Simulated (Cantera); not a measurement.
Feed: 1 mol SiHCl3, 43 mol N2, held at 927 °C and 10.0 mbar.

Equilibrium computed with Cantera from the NASA thermochemical tables; the gas is ideal and each condensed phase is pure. Candidate condensed phases: NH4Cl, Si, Si3N4; 28 gas species. N2 is the only nitrogen source here; it is nearly inert below about 1500 K, so the nitride shown seldom forms there in practice. The tables' values for SiCl3 are old estimates; treat these amounts as uncertain. The numbers say what is thermodynamically allowed, not how fast it happens.

Base state: N2 0.966, HCl 0.0211, SiCl4 0.0111, H2 0.000781, SiCl3 0.000591, SiCl2 0.000276, SiHCl3 1.12e-5 (mole fractions); condensed: Si3N4(s).

### Question
What changes in the equilibrium state with this change: temperature from 927 °C to 1175 °C?

### Answer
| species | before | after |
|---|---|---|
| N2 | 0.966 | 0.959 |
| HCl | 0.0211 | 0.0199 |
| SiCl2 | 0.000276 | 0.0146 |
| SiCl4 | 0.0111 | 0.00222 |
| Cl | 1.29e-6 | 4.33e-5 |
| SiCl3 | 0.000591 | 0.00297 |
| H2 | 0.000781 | 0.00120 |
| SiHCl3 | 1.12e-5 | 1.14e-5 |
| Si3N4(s), mol | 0.157 | 0.0377 |
